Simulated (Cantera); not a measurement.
## Dilute partial oxidation

A perfectly stirred reactor is fed with CH4 : O2 : N2 = 0.0049 : 0.0051 : 1 (molar parts), equivalence ratio 1.9, at 1.00 bar; it is held at 1223 K, and followed from long to short residence time.

Computed with Cantera and GRI-Mech 3.0 (53 species, 325 reactions).

```json
[
 {"τ (s)": "9.8", "x CH4": "0.001000", "x O2": "0.000459", "x NO": "7.72e-10", "x H2O2": "2.00e-10", "x O": "5.41e-9"},
 {"τ (s)": "3.6", "x CH4": "0.00114", "x O2": "0.000791", "x NO": "1.01e-9", "x H2O2": "4.14e-10", "x O": "1.28e-8"},
 {"τ (s)": "1.3", "x CH4": "0.00151", "x O2": "0.00152", "x NO": "8.27e-10", "x H2O2": "9.68e-10", "x O": "2.54e-8"},
 {"τ (s)": "0.47", "x CH4": "0.00482", "x O2": "0.00503", "x NO": "<1e-12", "x H2O2": "1.74e-10", "x O": "1.92e-10"},
 {"τ (s)": "0.17", "x CH4": "0.00485", "x O2": "0.00505", "x NO": "<1e-12", "x H2O2": "8.07e-11", "x O": "8.13e-11"},
 {"τ (s)": "0.061", "x CH4": "0.00485", "x O2": "0.00505", "x NO": "<1e-12", "x H2O2": "5.73e-11", "x O": "4.96e-11"},
 {"τ (s)": "0.022", "x CH4": "0.00485", "x O2": "0.00505", "x NO": "<1e-12", "x H2O2": "5.16e-11", "x O": "2.79e-11"},
 {"τ (s)": "0.0080", "x CH4": "0.00485", "x O2": "0.00505", "x NO": "<1e-12", "x H2O2": "4.08e-11", "x O": "1.29e-11"},
 {"τ (s)": "0.0029", "x CH4": "0.00485", "x O2": "0.00505", "x NO": "<1e-12", "x H2O2": "2.22e-11", "x O": "6.88e-12"},
 {"τ (s)": "0.0010", "x CH4": "0.00485", "x O2": "0.00505", "x NO": "<1e-12", "x H2O2": "8.52e-12", "x O": "4.66e-12"},
 {"τ (s)": "0.00038", "x CH4": "0.00485", "x O2": "0.00505", "x NO": "<1e-12", "x H2O2": "2.84e-12", "x O": "3.78e-12"}
]
```
x: mole fraction; the columns are a selection and need not sum to one.
